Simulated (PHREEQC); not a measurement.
Dissolve 0.001 mol NH4HF2, 0.0065 mol (NH4)2SiF6, 0.00046 mol H3PO4 and 0.14 mol HCl per kg of water at 60 °C. Closed to the air; pH follows from the charge balance.

Equilibrium calculation in PHREEQC: ion-association model, phreeqc.dat.

Each row changes one thing in this solution. Precipitation was switched off in this run.

```json
[
 {"case": "as made", "pH": "0.97", "ionic strength (mol/kgw)": "0.152", "HF (mol/kgw)": "0.0176", "F- (mol/kgw)": "8.14e-5", "H2PO4- (mol/kgw)": "2.62e-5", "HF2- (mol/kgw)": "6.26e-6"},
 {"case": "(NH4)2SiF6 left out", "pH": "0.95", "ionic strength (mol/kgw)": "0.140", "HF (mol/kgw)": "0.00199", "F- (mol/kgw)": "8.72e-6", "H2PO4- (mol/kgw)": "2.50e-5", "HF2- (mol/kgw)": "[?]"},
 {"case": "temperature from 60 to 55 °C", "pH": "0.97", "ionic strength (mol/kgw)": "0.153", "HF (mol/kgw)": "[?]", "F- (mol/kgw)": "7.90e-5", "H2PO4- (mol/kgw)": "2.72e-5", "HF2- (mol/kgw)": "[?]"},
 {"case": "temperature from 60 to 5 °C", "pH": "0.95", "ionic strength (mol/kgw)": "[?]", "HF (mol/kgw)": "0.00432", "F- (mol/kgw)": "5.13e-5", "H2PO4- (mol/kgw)": "4.40e-5", "HF2- (mol/kgw)": "6.87e-7"},
 {"case": "NH4HF2 from 0.001 to 0.0015 mol/kgw", "pH": "0.97", "ionic strength (mol/kgw)": "0.152", "HF (mol/kgw)": "[?]", "F- (mol/kgw)": "8.27e-5", "H2PO4- (mol/kgw)": "2.63e-5", "HF2- (mol/kgw)": "6.44e-6"}
]
```

Fill in the missing entries.


- (NH4)2SiF6 left out, HF2- (mol/kgw): 7.59e-8
- temperature from 60 to 55 °C, HF (mol/kgw): 0.0156
- temperature from 60 to 55 °C, HF2- (mol/kgw): 5.35e-6
- temperature from 60 to 5 °C, ionic strength (mol/kgw): 0.158
- NH4HF2 from 0.001 to 0.0015 mol/kgw, HF (mol/kgw): 0.0178

Some of these states are supersaturated (in Quartz (slow to form), Chalcedony (slow to form), for instance). At this temperature some constants are extrapolated from 25 °C, and those without enthalpy data are left unchanged. SiF6-2 is the database's only silicon fluoride.
